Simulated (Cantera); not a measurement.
Input: 1 mol Al, 0.52 mol Cl2, 0.2 mol N2, held at 673.15 K and 0.133 bar.

Equilibrium computed with Cantera from the NASA thermochemical tables; the gas is ideal and each condensed phase is pure. Candidate condensed phases: Al, AlCl3, AlN; 11 gas species. Equilibrium is a limit: real reactors are often held back by kinetics, nucleation or transport.

Base state: Al2Cl6 0.760, AlCl3 0.240 (mole fractions); condensed: Al(s) + AlN(s).

Problem. What changes in the equilibrium state with this change: temperature from 673.15 K to 973 K?

Solution. 
```tsv
species	before	after
AlCl3	0.240	0.960
Al2Cl6	0.760	0.0180
AlCl	4.03e-6	0.0132
AlCl2	9.87e-6	0.00852
Al(s), mol	0.253	0
AlN(s), mol	0.400	0.400
Al(l), mol	0	0.249
```
The tables' values for AlCl2 are old estimates; treat these amounts as uncertain.
